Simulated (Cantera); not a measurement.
Charge: 1 mol CH₃SiCl₃, 0.45 mol CH₄, 31 mol H₂, held at 135 Torr.

These are equilibrium values from Cantera (NASA tables, ideal gas, pure condensed phases), not measurements of a reactor. Candidate condensed phases: C, C₆H₆, C₇H₈, C₈H₁₈, Si, SiC; 109 gas species. The feed counts by its element totals alone. Gases not in the tables: Si₂H₆ and higher silanes. Rates play no part.

Over these rows the condensed part is C(graphite) + SiC(s). Partial pressures as log10 of bar:

| T (K) | 1000/T (1/K) | log p SiCl₄ | log p H₂ | log p HCl |
|---|---|---|---|---|
| 1123 | 0.8905 | -3.70 | -0.78 | -1.83 |
| 1323 | 0.7559 | -5.06 | -0.78 | -1.81 |
| 1523 | 0.6566 | -6.13 | -0.78 | -1.81 |
| 1723 | 0.5804 | ? | -0.78 | -1.82 |
| 1923 | 0.5200 | -7.60 | -0.78 | -1.82 |
| 2123 | 0.4710 | -8.14 | -0.79 | -1.83 |

Task: Fit log p(SiCl₄) = a + b·(1000/T) to the five rows, give the apparent enthalpy, and predict the row at 1723 K.

Result: Means: 1000/T = 0.6588, log p = -6.126. Sxy = 1.248442, Sxx = 0.1176524, so b = 10.61 and a = -6.126 − (10.61)×0.6588 = -13.12.
Apparent enthalpy: −19.145 × (10.61) = -203 kJ/mol. With the condensed phases at unit activity, SiC(s) + 4 HCl(g) = SiCl₄(g) + C(graphite) + 2 H₂(g) links this pressure to the main gases: over the six rows their terms move log p by +0.02 in all, so the slope is close to that reaction's ΔH°. The five rows lie within 0.04 of the line.
Prediction at 1723 K: -13.12 + (10.61)×0.5804 = -6.96. The computed value is -6.95, 0.01 from the line.
